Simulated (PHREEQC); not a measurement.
Solution (73 °C): 0.0082 mol/kgw Ag2SO4 and 0.0034 mol/kgw HF. Closed to the air; pH follows from the charge balance.

Equilibrium calculation in PHREEQC: ion-association model, wateq4f.dat.

Precipitation was switched off in this run.

Problem. Order these F species by the share of F that they hold, largest first: F-, HF2-, AgF, H2F2, HF.

Solution. HF (62 %), F- (37 %), HF2- (0.68 %), AgF (0.47 %), H2F2 (0.11 %)

The pH is 3.28 and the ionic strength 0.0217 mol/kgw. Away from 25 °C the constants follow the database's enthalpies or fits; those with neither stay at their 25 °C values.
